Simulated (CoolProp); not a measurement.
Vapour pressure (bar) of dimethyl carbonate: the reference equation beside estimates from Tc = 557.0 K, pc = 49.09 bar, ω = 0.346. Clausius-Clapeyron is anchored at 357.5 K with a constant enthalpy of vaporisation of 34.20 kJ/mol.

The numbers come from the reference Helmholtz-energy equation of state, Zhou 2011 in CoolProp.

```tsv
T (K)	reference	Lee-Kesler	Clausius-Clapeyron	van der Waals	Redlich-Kwong	Soave-Redlich-Kwong	Peng-Robinson
331.8	0.3314	0.3161	0.3448	4.090	0.9315	0.3192	0.3289
336.9	0.4041	0.3874	0.4159	4.466	1.093	0.3906	0.4009
342.1	0.4910	0.4732	0.5007	4.873	1.279	0.4764	0.4872
347.2	0.5904	0.5717	0.5975	5.297	1.484	0.5748	0.5858
352.4	0.7078	0.6887	0.7116	5.753	1.718	0.6915	0.7025
357.5	0.8405	0.8214	0.8405	6.225	1.972	0.8239	0.8345
362.7	0.9954	0.9770	0.9912	6.733	2.260	0.9790	0.9889
367.8	1.169	1.152	1.160	7.257	2.571	1.153	1.162
373	1.369	1.354	1.356	7.819	2.919	1.355	1.362
378.1	1.591	1.579	1.573	8.397	3.294	1.579	1.584
```

Absolute difference from the reference over all 10 rows, mean and median: Lee-Kesler 2.6 and 2.5 %, Clausius-Clapeyron 1.4 and 1.0 %, van der Waals 717.9 and 676.7 %, Redlich-Kwong 140.8 and 138.7 %, Soave-Redlich-Kwong 2.2 and 2.1 %, Peng-Robinson 0.7 and 0.7 %.
